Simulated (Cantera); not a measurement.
Input: 1 mol Pb, 9.2 mol H2, 26 mol N2, equilibrated at 1148 K and 1.30 bar.

These are equilibrium values from Cantera (NASA tables, ideal gas, pure condensed phases), not measurements of a reactor. Candidate condensed phases: Pb; 11 gas species. Rates play no part.

Base state: N2 0.738, H2 0.261, Pb 0.000216, NH3 3.67e-5 (mole fractions); condensed: Pb(l).

### Question
What changes in the equilibrium state with this change: Pb replaced by HgO?

### Answer
```tsv
species	before	after
N2	0.738	0.718
H2	0.261	0.226
Hg	0	0.0276
H2O	0	0.0276
Pb	0.000216	0
NH3	3.67e-5	2.93e-5
Pb(l), mol	0.992	0
```
Further candidate phases: H2O, Hg, HgO.
